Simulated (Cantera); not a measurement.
A Cantera script and its output.

```python
import numpy as np
import cantera as ct

gas = ct.Solution("gri30.yaml")
gas.TPX = 1150, 5700, {'C2H6': 1, 'N2': 36}
inlet = ct.Reservoir(gas, clone=True)

reactor = ct.IdealGasConstPressureReactor(gas, energy="off", clone=False)
exhaust = ct.Reservoir(gas, clone=True)
tau = [0.64, 0.35, 0.19, 0.1, 0.055, 0.03, 0.016, 0.0088, 0.0048, 0.0026][0]
for a, b in ((inlet, reactor), (reactor, exhaust)):
    ct.MassFlowController(a, b, mdot=lambda t: reactor.mass / tau)
net = ct.ReactorNet([reactor])
show = ['C2H6', 'CH2', 'C2H2', 'HCN', 'C2H', 'H']

rows = []
print(f"{'tau/s':>10s}{'T/K':>9s}" + "".join(f"{s:>11s}" for s in show))
for tau in [0.64, 0.35, 0.19, 0.1, 0.055, 0.03, 0.016, 0.0088, 0.0048, 0.0026]:
    net.initial_time = 0.0
    net.advance(30 * tau)
    before = gas.X
    net.advance(40 * tau)
    drift = np.max(np.abs(gas.X - before) / (gas.X + 1e-9))
    rows.append([gas.T, *gas[show].X, drift])
    print(f"{tau:10.3e}{gas.T:9.1f}" + "".join(f"{x:11.3e}" for x in gas[show].X))
```

Output:

```
     tau/s      T/K       C2H6        CH2       C2H2        HCN        C2H          H
 6.400e-01   1150.0  7.076e-03  6.852e-10  3.795e-03  7.285e-11  5.120e-11  2.528e-06
 3.500e-01   1150.0  1.109e-02  9.161e-10  1.878e-03  6.647e-11  3.099e-11  2.327e-06
 1.900e-01   1150.0  1.585e-02  1.104e-09  7.577e-04  5.874e-11  1.647e-11  2.065e-06
 1.000e-01   1150.0  2.030e-02  1.195e-09  2.427e-04  5.107e-11  7.871e-12  1.812e-06
 5.500e-02   1150.0  2.320e-02  1.163e-09  7.383e-05  4.393e-11  3.804e-12  1.619e-06
 3.000e-02   1150.0  2.501e-02  1.012e-09  1.970e-05  3.534e-11  1.721e-12  1.438e-06
 1.600e-02   1150.0  2.607e-02  7.394e-10  4.271e-06  2.417e-11  6.653e-13  1.219e-06
 8.800e-03   1150.0  2.661e-02  4.317e-10  7.858e-07  1.283e-11  2.118e-13  9.448e-07
 4.800e-03   1150.0  2.687e-02  1.873e-10  9.857e-08  4.398e-12  4.183e-14  6.142e-07
 2.600e-03   1150.0  2.698e-02  6.311e-11  7.631e-09  7.718e-13  3.078e-15  3.118e-07
```

Detailed kinetics in Cantera: GRI-Mech 3.0 (53 species, 325 reactions). GRI-Mech 3.0 stops at C3 and has no aromatics, soot or wall deposition, so with more carbon than oxygen in the feed, carbon stays in small species such as C2H2 where larger ones or solid carbon would form.
